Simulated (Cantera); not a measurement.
An isothermal, constant-pressure homogeneous reactor starts with 99.1 % N₂O, 0.912 % H₂O, at 1475 K and 0.592 atm.

Detailed kinetics in Cantera: GRI-Mech 3.0 (53 species, 325 reactions). GRI-Mech 3.0 was tuned for natural gas; its chemistry of N2O as a main component is partial and can be far from experiment. The temperature is held fixed by assumption; the heat of reaction is taken as removed at once.

x: mole fraction; the columns are a selection and need not sum to one.

```json
[
 {"t (s)": "0.000200", "x N₂O": "0.983", "x H₂O": "0.00906", "x NO₂": "1.18e-5", "x H₂": "…", "x O": "5.52e-5", "x H₂O₂": "6.53e-8", "x NO": "0.00112"},
 {"t (s)": "0.000367", "x N₂O": "0.977", "x H₂O": "0.00903", "x NO₂": "4.54e-5", "x H₂": "…", "x O": "5.49e-5", "x H₂O₂": "6.35e-8", "x NO": "0.00203"},
 {"t (s)": "0.000675", "x N₂O": "0.966", "x H₂O": "0.00899", "x NO₂": "0.000121", "x H₂": "3.47e-7", "x O": "5.45e-5", "x H₂O₂": "4.44e-8", "x NO": "0.00367"},
 {"t (s)": "0.00124", "x N₂O": "0.945", "x H₂O": "0.00893", "x NO₂": "0.000246", "x H₂": "3.58e-7", "x O": "5.38e-5", "x H₂O₂": "2.94e-8", "x NO": "0.00659"},
 {"t (s)": "0.00228", "x N₂O": "0.909", "x H₂O": "0.00882", "x NO₂": "0.000397", "x H₂": "…", "x O": "5.29e-5", "x H₂O₂": "2.00e-8", "x NO": "0.0117"},
 {"t (s)": "0.00419", "x N₂O": "0.848", "x H₂O": "0.00863", "x NO₂": "0.000518", "x H₂": "…", "x O": "5.19e-5", "x H₂O₂": "1.45e-8", "x NO": "0.0205"},
 {"t (s)": "0.00770", "x N₂O": "0.749", "x H₂O": "0.00833", "x NO₂": "0.000585", "x H₂": "2.29e-7", "x O": "5.06e-5", "x H₂O₂": "1.16e-8", "x NO": "0.0346"},
 {"t (s)": "0.0141", "x N₂O": "0.604", "x H₂O": "0.00789", "x NO₂": "0.000607", "x H₂": "2.24e-7", "x O": "4.88e-5", "x H₂O₂": "9.88e-9", "x NO": "0.0548"},
 {"t (s)": "0.0260", "x N₂O": "0.421", "x H₂O": "0.00733", "x NO₂": "0.000601", "x H₂": "2.27e-7", "x O": "4.54e-5", "x H₂O₂": "8.49e-9", "x NO": "0.0797"},
 {"t (s)": "0.0477", "x N₂O": "0.235", "x H₂O": "0.00677", "x NO₂": "0.000581", "x H₂": "2.26e-7", "x O": "3.91e-5", "x H₂O₂": "6.93e-9", "x NO": "0.103"},
 {"t (s)": "0.0877", "x N₂O": "0.0953", "x H₂O": "0.00635", "x NO₂": "0.000560", "x H₂": "…", "x O": "2.75e-5", "x H₂O₂": "4.86e-9", "x NO": "0.118"},
 {"t (s)": "0.161", "x N₂O": "0.0255", "x H₂O": "0.00615", "x NO₂": "0.000552", "x H₂": "…", "x O": "1.26e-5", "x H₂O₂": "2.39e-9", "x NO": "0.122"},
 {"t (s)": "0.296", "x N₂O": "0.00358", "x H₂O": "0.00610", "x NO₂": "0.000583", "x H₂": "…", "x O": "3.74e-6", "x H₂O₂": "7.97e-10", "x NO": "0.122"},
 {"t (s)": "0.544", "x N₂O": "0.000136", "x H₂O": "0.00609", "x NO₂": "0.000615", "x H₂": "2.11e-8", "x O": "2.01e-6", "x H₂O₂": "4.54e-10", "x NO": "0.122"},
 {"t (s)": "1.00", "x N₂O": "4.84e-6", "x H₂O": "0.00609", "x NO₂": "0.000617", "x H₂": "2.05e-8", "x O": "1.94e-6", "x H₂O₂": "4.40e-10", "x NO": "0.122"}
]
```

Question: Complete the blanks.

Answer: 
- 0.000200, x H₂: 1.29e-7
- 0.000367, x H₂: 2.47e-7
- 0.00228, x H₂: 2.98e-7
- 0.00419, x H₂: 2.50e-7
- 0.0877, x H₂: 1.86e-7
- 0.161, x H₂: 9.75e-8
- 0.296, x H₂: 3.41e-8
